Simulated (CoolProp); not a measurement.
The fluid at 488.47 K and 0.996 MPa is throttled through a valve to 0.104 MPa with no heat exchange. The same conditions are run with several fluids, on thermodynamics alone (safety and materials aside).

Model: reference Helmholtz-energy equation of state of each fluid (methane: Setzmann 1991; oxygen: Schmidt 1985; R114: Platzer 1990; R115: Lemmon 2016; the fluoroketone C6F12O (FK-5-1-12): McLinden 2015), in CoolProp. The equations of Platzer and Polt are older, rougher fits.

Q: Rank methane, oxygen, R114, R115, the fluoroketone C6F12O (FK-5-1-12) by temperature change (K), highest first.

A: oxygen (-0.7), methane (-1.2), R115 (-3.5), R114 (-5.7), the fluoroketone C6F12O (FK-5-1-12) (-5.9)

| fluid | final density (kg/m³) |
|---|---|
| methane | 0.412 |
| oxygen | 0.820 |
| R114 | 4.46 |
| R115 | 4.00 |
| the fluoroketone C6F12O (FK-5-1-12) | 8.31 |

Above 300 K oxygen's equation is extrapolated.
